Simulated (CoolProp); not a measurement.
CH3F (R41) along the isotherm 279.9 K: Z from the reference equation and from simpler models built on Tc = 317.3 K, pc = 5.906 MPa, ω = 0.200; each cubic takes its own stable root.

The numbers come from the reference Helmholtz-energy equation of state, Lemmon 2006 in CoolProp. It is a short technical equation, of lower accuracy than the large ones.

| p (MPa) | phase | reference | van der Waals | Peng-Robinson |
|---|---|---|---|---|
| 0.591 | gas | 0.9375 | 0.9584 | 0.9431 |
| 1.18 | gas | 0.8690 | 0.9134 | 0.8816 |
| 1.77 | gas | 0.7910 | 0.8636 | 0.8131 |
| 2.36 | gas | 0.6966 | 0.8071 | 0.7334 |
| 2.95 | liquid | 0.06555 | 0.7398 | 0.07638 |
| 3.54 | liquid | 0.07818 | 0.1484 | 0.09083 |
| 4.13 | liquid | 0.09068 | 0.1697 | 0.1051 |
| 4.72 | liquid | 0.1031 | 0.1906 | 0.1191 |
| 5.32 | liquid | 0.1156 | 0.2117 | 0.1333 |
| 5.91 | liquid | 0.1278 | 0.2322 | 0.1470 |
| 6.5 | liquid | 0.1399 | 0.2525 | 0.1606 |
| 7.09 | liquid | 0.1519 | 0.2726 | 0.1741 |
| 7.68 | liquid | 0.1638 | 0.2925 | 0.1875 |
| 8.27 | liquid | 0.1757 | 0.3122 | 0.2008 |
| 8.86 | liquid | 0.1875 | 0.3318 | 0.2139 |

At some of these states van der Waals gives the other phase, because its saturation line lies elsewhere.
